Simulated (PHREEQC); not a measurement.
PHREEQC input (ion-association model, wateq4f.dat):

```
SOLUTION 1
  temp 25
  units mol/kgw
  pH 7 charge
  Cl 0.026
  Li 0.026
END
SELECTED_OUTPUT 1
  -reset false
  -pH true
  -pe true
  -ionic_strength true
  -water true
  -totals C Ca Cl Li S C(-4) C(4) S(-2) S(6)
  -molalities H+ CO3-2 Ca+2 Cl- Li+ SO4-2 CaSO4 CO2 HCO3- CaOH+
    CaHCO3+ CaCO3 HSO4- H2S HS- S-2 O2 LiSO4- OH- CaHSO4+
  -equilibrium_phases Gypsum Calcite Portlandite
PRINT
  -reset false
USE solution 1
EQUILIBRIUM_PHASES 1
  Gypsum 0 0.2
  Calcite 0 0
  Portlandite 0 0
  O2(g) -0.68 10
  CO2(g) -5 10
END
# ... the last block is repeated for the other 10 points of log pCO2 (atm)
```

Selected output (columns that matter, 10 of 11 rows; log pCO2 (atm) added in front):

```
log pCO2 (atm)	pH	mu	C	Ca	S	m_H+	m_Ca+2	m_Li+	m_SO4-2	m_CaSO4	m_CO2	m_LiSO4-	m_OH-	Gypsum
-5	6.4659	0.075373	9.2146e-07	0.017786	0.017786	4.0872e-07	0.012625	0.025429	0.01207	0.0051613	3.346e-07	0.00055418	3.7339e-08	0.1822
-4.5	6.2259	0.075374	2.1255e-06	0.017786	0.017786	7.1026e-07	0.012625	0.025429	0.01207	0.0051613	1.0581e-06	0.00055418	2.1487e-08	0.1822
-4	5.9792	0.075375	5.2581e-06	0.017786	0.017786	1.2534e-06	0.012625	0.025429	0.01207	0.0051613	3.346e-06	0.00055417	1.2175e-08	0.1822
-3.5	5.7303	0.075377	1.3989e-05	0.017787	0.017787	2.2233e-06	0.012625	0.025429	0.01207	0.0051613	1.0581e-05	0.00055417	6.864e-09	0.1822
-3	5.4806	0.07538	3.9525e-05	0.017787	0.017787	3.9504e-06	0.012626	0.025429	0.01207	0.0051613	3.346e-05	0.00055415	3.8632e-09	0.1822
-2	4.9808	0.075397	0.00035378	0.017791	0.017791	1.2488e-05	0.012628	0.025429	0.012069	0.0051614	0.0003346	0.00055408	1.2221e-09	0.1822
-1.5	4.7308	0.075416	0.0010922	0.017796	0.017796	2.2207e-05	0.012631	0.025429	0.012068	0.0051615	0.0010581	0.000554	6.8726e-10	0.18219
-1	4.4808	0.075452	0.0034066	0.017804	0.017804	3.9492e-05	0.012637	0.025429	0.012067	0.0051618	0.0033459	0.00055387	3.8647e-10	0.18218
-0.5	4.2308	0.075519	0.010688	0.01782	0.01782	7.0231e-05	0.012648	0.02543	0.012066	0.005163	0.010581	0.00055367	2.1732e-10	0.18217
0	3.9808	0.075649	0.033649	0.017854	0.017854	0.00012489	0.01267	0.02543	0.012066	0.005167	0.033458	0.00055341	1.2219e-10	0.18213
```
